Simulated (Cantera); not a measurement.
A freely propagating, adiabatic, planar premixed flame of CH4 : O2 : N2 = 1 : 1.67 : 6.27 (molar parts), equivalence ratio 1.2, unburnt at 575 K and 0.306 atm; mixture-averaged transport, grid criteria slope 0.08 and curve 0.16, no radiation.

Model: GRI-Mech 3.0 (53 species, 325 reactions), integrated in Cantera. Burning velocities carry a grid error of a few per cent, more on coarse grids.

Question: What does this change do: 0.17 parts H2 added?

Answer: 
```json
[
 {"quantity": "laminar burning velocity", "before": "143 cm/s", "after": "151 cm/s"},
 {"quantity": "thermal thickness", "before": "0.940 mm", "after": "0.911 mm"},
 {"quantity": "peak x(H2O2)", "before": "4.40e-6", "after": "4.20e-6"},
 {"quantity": "peak x(HCN)", "before": "1.26e-5", "after": "1.47e-5"},
 {"quantity": "peak x(CH3)", "before": "0.00499", "after": "0.00525"}
]
```

Question: What does this change do: inlet temperature 575 to 675 K?

Answer: 
```csv
quantity,before,after
laminar burning velocity,143 cm/s,193 cm/s
thermal thickness,0.940 mm,0.881 mm
peak x(H2O2),4.40e-6,4.18e-6
peak x(H2),0.0424,0.0436
peak x(HCN),1.26e-5,1.38e-5
peak x(CH3),0.00499,0.00557
```
